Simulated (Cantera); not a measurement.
Feed: 1 mol Pb, 0.056 mol O2, 0.71 mol H2, 8.1 mol CO, held at 0.0133 bar.

Equilibrium computed with Cantera from the NASA thermochemical tables; the gas is ideal and each condensed phase is pure. Candidate condensed phases: C, C6H6, C7H8, C8H18, H2O, Pb, PbO, PbO2, Pb3O4; 113 gas species. Kinetics and transport are ignored.

Which condensed phases are stable at each of these points (T (K)): 973, 1048, 1123, 1198, 1273, 1348, 1423, 1498, 1573?


```tsv
T (K)	condensed phases	Pb condensed (%)
973	Pb(l)	99.4
1048	Pb(l)	97.0
1123	Pb(l)	87.8
1198	Pb(l)	56.8
1273	gas only	0.0
1348	gas only	0.0
1423	gas only	0.0
1498	gas only	0.0
1573	gas only	0.0
```

From 973 K to 1198 K the condensed part is Pb(l). From 1273 K to 1573 K nothing is condensed.
